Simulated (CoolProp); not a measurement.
A Linde-Hampson liquefier for ethylene: isothermal reversible compression at 300 K from 1 atm to 40 MPa, throttling to 1 atm, return gas leaving the recuperator 5 K below the feed. Each further row changes one setting.

Model: reference Helmholtz-energy equation of state, Smukala 2000, in CoolProp.

| case | liquid yield per pass | compression work (kJ/kg of gas) |
|---|---|---|
| as stated | ? | 420 |
| high pressure 80 MPa | ? | ? |
| warm-end temperature 330 K | ? | ? |
| warm-end gap 10 K | ? | 420 |

Fill in the missing entries.


- as stated, liquid yield per pass: 0.470
- high pressure 80 MPa, liquid yield per pass: 0.418
- high pressure 80 MPa, compression work (kJ/kg of gas): 503
- warm-end temperature 330 K, liquid yield per pass: 0.398
- warm-end temperature 330 K, compression work (kJ/kg of gas): 492
- warm-end gap 10 K, liquid yield per pass: 0.463
